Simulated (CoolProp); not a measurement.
Vapour-liquid equilibrium of methanol (1) + dimethyl carbonate (2) at 82.05 °C; x and y are mole fractions of (1).

Model: multi-fluid Helmholtz-energy mixture model, de Reuck 1993 and Zhou 2011; pair parameters Bell 2016, in CoolProp.

**Question.** Give the bubble pressure and the first vapour's composition at x = 0.8, 0.875, 0.95. Is there an azeotrope?

**Answer.** x = 0.8: 1.961 bar, y = 0.834; x = 0.875: 1.975 bar, y = 0.880; x = 0.95: 1.969 bar, y = 0.943. y crosses x between x = 0.875 and 0.95: the model has an azeotrope there.

Pair parameters are fitted to limited data, so mixtures are less certain than the pure fluids.
